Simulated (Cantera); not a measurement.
**Thermodynamics of abatement and gas-phase synthesis, feed PH3 + H2**

Feed: 1 mol PH3, 0.12 mol H2, held at 8800 Pa.

Method: chemical equilibrium by Gibbs-energy minimisation in Cantera with the NASA 1993 tables (ideal gas, pure condensed phases). Candidate condensed phases: P; 7 gas species. The numbers say what is thermodynamically allowed, not how fast it happens.

| T (K) | x H2 | x P2 | x P4 | x H | x P | x PH |
|---|---|---|---|---|---|---|
| 1048 | 0.856 | 0.0235 | 0.120 | 2.41e-8 | 2.84e-10 | 1.14e-8 |
| 1198 | 0.825 | 0.0947 | 0.0800 | 5.82e-7 | 1.99e-8 | 2.34e-7 |
| 1348 | 0.785 | 0.189 | 0.0268 | 6.91e-6 | 4.45e-7 | 1.99e-6 |
| 1498 | 0.768 | 0.226 | 0.00539 | 5.08e-5 | 4.45e-6 | 9.28e-6 |
| 1648 | 0.765 | 0.234 | 0.00116 | 0.000263 | 2.77e-5 | 3.10e-5 |
| 1798 | 0.763 | 0.235 | 0.000311 | 0.00104 | 0.000126 | 8.41e-5 |
| 1948 | 0.761 | 0.235 | 0.000102 | 0.00332 | 0.000453 | 0.000195 |
| 2098 | 0.756 | 0.234 | 3.88e-5 | 0.00902 | 0.00136 | 0.000399 |
| 2248 | 0.744 | 0.231 | 1.66e-5 | 0.0214 | 0.00350 | 0.000738 |
x: gas mole fraction; nothing condenses.

From 1048 K to 2248 K nothing is condensed. The main P-bearing gas is P4 at 1048 K and P2 at 2248 K.
